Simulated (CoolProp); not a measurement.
C3F8 (R218) at several states: fugacity coefficient from the reference equation and from simpler models built on Tc = 71.9 °C, pc = 26.40 bar, ω = 0.317; each cubic takes its own stable root.

Model: reference Helmholtz-energy equation of state, Lemmon 2006, in CoolProp. It is a short technical equation, of lower accuracy than the large ones.

```json
[
 {"T (°C)": "-112.65", "p (bar)": "61.9", "phase": "liquid", "reference": "0.0001086"},
 {"T (°C)": "-81.25", "p (bar)": "4.65", "phase": "liquid", "reference": "0.01685"},
 {"T (°C)": "77.05", "p (bar)": "1.6", "phase": "gas", "reference": "0.9813"},
 {"T (°C)": "-94.05", "p (bar)": "1.19", "phase": "liquid", "reference": "0.02300"}
]
```

Task: How far does each simpler model (van der Waals, Redlich-Kwong, Soave-Redlich-Kwong, Peng-Robinson) lie from the reference over these 4 states: mean and median of the absolute difference, and the worst?

Result: 
- van der Waals: mean 4547.9 %, median 2446.7 %, worst +13297.8 % at -112.65 °C and 61.9 bar
- Redlich-Kwong: mean 217.9 %, median 231.6 %, worst +408.1 % at -112.65 °C and 61.9 bar
- Soave-Redlich-Kwong: mean 1.1 %, median 0.8 %, worst +2.7 % at -112.65 °C and 61.9 bar
- Peng-Robinson: mean 4.9 %, median 4.9 %, worst +9.4 % at -112.65 °C and 61.9 bar
